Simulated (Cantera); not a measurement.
A freely propagating, adiabatic, planar premixed flame of 9.45 % CH4, 1.04 % C2H6, 15.0 % O2, 56.5 % N2, 18.0 % H2O, equivalence ratio 1.5, unburnt at 650 K and 6.70 bar; mixture-averaged transport, grid criteria slope 0.08 and curve 0.16, no radiation.

Model: GRI-Mech 3.0 (53 species, 325 reactions), integrated in Cantera. Burning velocities carry a grid error of a few per cent, more on coarse grids.

x: mole fraction of selected species; z is measured from the peak of heat release.

```json
[
 {"z (mm)": "-0.872", "T (K)": "651", "u (m/s)": "0.185", "x CH4": "0.0941", "x C2H6": "0.0104", "x O2": "0.150", "x CH3": "<1e-8", "x H2O": "0.179", "x HCN": "<1e-8"},
 {"z (mm)": "-0.581", "T (K)": "659", "u (m/s)": "0.188", "x CH4": "0.0930", "x C2H6": "0.0103", "x O2": "0.148", "x CH3": "<1e-8", "x H2O": "0.180", "x HCN": "<1e-8"},
 {"z (mm)": "-0.436", "T (K)": "684", "u (m/s)": "0.197", "x CH4": "0.0908", "x C2H6": "0.0102", "x O2": "0.146", "x CH3": "<1e-8", "x H2O": "0.182", "x HCN": "<1e-8"},
 {"z (mm)": "-0.291", "T (K)": "777", "u (m/s)": "0.226", "x CH4": "0.0841", "x C2H6": "0.00962", "x O2": "0.137", "x CH3": "3.50e-8", "x H2O": "0.193", "x HCN": "2.51e-8"},
 {"z (mm)": "-0.145", "T (K)": "1118", "u (m/s)": "0.331", "x CH4": "0.0610", "x C2H6": "0.00628", "x O2": "0.101", "x CH3": "1.99e-5", "x H2O": "0.233", "x HCN": "1.51e-7"},
 {"z (mm)": "-0.0727", "T (K)": "1420", "u (m/s)": "0.425", "x CH4": "0.0396", "x C2H6": "0.00261", "x O2": "0.0643", "x CH3": "0.000266", "x H2O": "0.268", "x HCN": "3.26e-7"},
 {"z (mm)": "0", "T (K)": "1689", "u (m/s)": "0.511", "x CH4": "0.0205", "x C2H6": "0.000613", "x O2": "0.0301", "x CH3": "0.000691", "x H2O": "0.297", "x HCN": "6.49e-7"},
 {"z (mm)": "0.0727", "T (K)": "1833", "u (m/s)": "0.556", "x CH4": "0.0112", "x C2H6": "0.000133", "x O2": "0.0118", "x CH3": "0.000670", "x H2O": "0.310", "x HCN": "1.13e-6"},
 {"z (mm)": "0.145", "T (K)": "1891", "u (m/s)": "0.574", "x CH4": "0.00790", "x C2H6": "4.03e-5", "x O2": "0.00484", "x CH3": "0.000466", "x H2O": "0.313", "x HCN": "1.51e-6"},
 {"z (mm)": "0.291", "T (K)": "1924", "u (m/s)": "0.583", "x CH4": "0.00581", "x C2H6": "9.46e-6", "x O2": "0.00113", "x CH3": "0.000246", "x H2O": "0.312", "x HCN": "1.79e-6"},
 {"z (mm)": "0.581", "T (K)": "1930", "u (m/s)": "0.585", "x CH4": "___", "x C2H6": "___", "x O2": "___", "x CH3": "___", "x H2O": "0.307", "x HCN": "1.92e-6"},
 {"z (mm)": "1.16", "T (K)": "1926", "u (m/s)": "0.585", "x CH4": "0.00315", "x C2H6": "1.31e-6", "x O2": "2.63e-6", "x CH3": "8.86e-5", "x H2O": "0.301", "x HCN": "1.93e-6"},
 {"z (mm)": "2.33", "T (K)": "1919", "u (m/s)": "0.585", "x CH4": "___", "x C2H6": "___", "x O2": "___", "x CH3": "___", "x H2O": "0.297", "x HCN": "1.79e-6"}
]
```

**Question.** Complete the blanks.

**Answer.** 
- 0.581, x CH4: 0.00438
- 0.581, x C2H6: 3.01e-6
- 0.581, x O2: 0.000119
- 0.581, x CH3: 0.000139
- 2.33, x CH4: 0.00210
- 2.33, x C2H6: 5.26e-7
- 2.33, x O2: 5.57e-8
- 2.33, x CH3: 5.42e-5
